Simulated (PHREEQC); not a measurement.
A solution holds 0.0031 mol NH4HF2, 3.5e-05 mol H2SiF6, 0.00011 mol H3PO4 and 0.21 mol H2SO4 per kg of water, at 25 °C. Closed to the air; pH follows from the charge balance.

All values are PHREEQC results (ion-association model, phreeqc.dat), not measurements.

Each row changes one thing in this solution. This is a speciation only: nothing precipitates in the calculation.

```json
[
 {"case": "as made", "pH": "0.73", "ionic strength (mol/kgw)": "0.267", "HSO4- (mol/kgw)": "0.181", "SO4-2 (mol/kgw)": "0.0283", "NH4+ (mol/kgw)": "0.00286", "NH4SO4- (mol/kgw)": "0.000242", "SI of Quartz (SiO2)": "-0.82"},
 {"case": "temperature from 25 to 40 °C", "pH": "0.75", "ionic strength (mol/kgw)": "0.253", "HSO4- (mol/kgw)": "0.188", "SO4-2 (mol/kgw)": "0.0215", "NH4+ (mol/kgw)": "0.00291", "NH4SO4- (mol/kgw)": "0.000187", "SI of Quartz (SiO2)": "-0.69"},
 {"case": "0.023 mol/kgw Na2SO4 added", "pH": "0.76", "ionic strength (mol/kgw)": "0.302", "HSO4- (mol/kgw)": "0.197", "SO4-2 (mol/kgw)": "0.0343", "NH4+ (mol/kgw)": "0.00283", "NH4SO4- (mol/kgw)": "0.000274", "SI of Quartz (SiO2)": "-0.87"},
 {"case": "H2SO4 from 0.21 to 0.315 mol/kgw", "pH": "0.57", "ionic strength (mol/kgw)": "0.384", "HSO4- (mol/kgw)": "0.280", "SO4-2 (mol/kgw)": "0.0344", "NH4+ (mol/kgw)": "0.00286", "NH4SO4- (mol/kgw)": "0.000244", "SI of Quartz (SiO2)": "-0.71"},
 {"case": "H2SO4 from 0.21 to 0.231 mol/kgw", "pH": "0.69", "ionic strength (mol/kgw)": "0.290", "HSO4- (mol/kgw)": "0.201", "SO4-2 (mol/kgw)": "0.0296", "NH4+ (mol/kgw)": "0.00286", "NH4SO4- (mol/kgw)": "0.000243", "SI of Quartz (SiO2)": "-0.79"},
 {"case": "NH4HF2 from 0.0031 to 0.00155 mol/kgw", "pH": "0.73", "ionic strength (mol/kgw)": "0.266", "HSO4- (mol/kgw)": "0.182", "SO4-2 (mol/kgw)": "0.0281", "NH4+ (mol/kgw)": "0.00143", "NH4SO4- (mol/kgw)": "0.000121", "SI of Quartz (SiO2)": "-0.45"},
 {"case": "NH4HF2 from 0.0031 to 0.0155 mol/kgw", "pH": "0.75", "ionic strength (mol/kgw)": "0.269", "HSO4- (mol/kgw)": "0.179", "SO4-2 (mol/kgw)": "0.0293", "NH4+ (mol/kgw)": "0.0143", "NH4SO4- (mol/kgw)": "0.00125", "SI of Quartz (SiO2)": "-4.77"},
 {"case": "H3PO4 replaced by K2HPO4 at the same molality", "pH": "0.73", "ionic strength (mol/kgw)": "0.267", "HSO4- (mol/kgw)": "0.181", "SO4-2 (mol/kgw)": "0.0283", "NH4+ (mol/kgw)": "0.00286", "NH4SO4- (mol/kgw)": "0.000243", "SI of Quartz (SiO2)": "-0.82"}
]
```

Complexes and solids missing from the database can't appear. Away from 25 °C the constants follow the database's enthalpies or fits; those with neither stay at their 25 °C values. SiF6-2 is the database's only silicon fluoride.
